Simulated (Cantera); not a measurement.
# Ignition delay

Mixture: CH4 : O2 : N2 = 1 : 4.26 : 16 (molar parts), at 285 Torr, adiabatic and at constant pressure. Ignition delay is the time to a rise of 400 K.

Model: GRI-Mech 3.0 (53 species, 325 reactions), integrated in Cantera.

| T0 (K) | delay (ms) |
|---|---|
| 1223 | 47.5 |
| 1323 | 12.5 |
| 1423 | 4.12 |
| 1523 | 1.68 |
| 1623 | 0.799 |
| 1723 | 0.422 |

The apparent activation energy between 1523 and 1723 K is 150 kJ/mol.
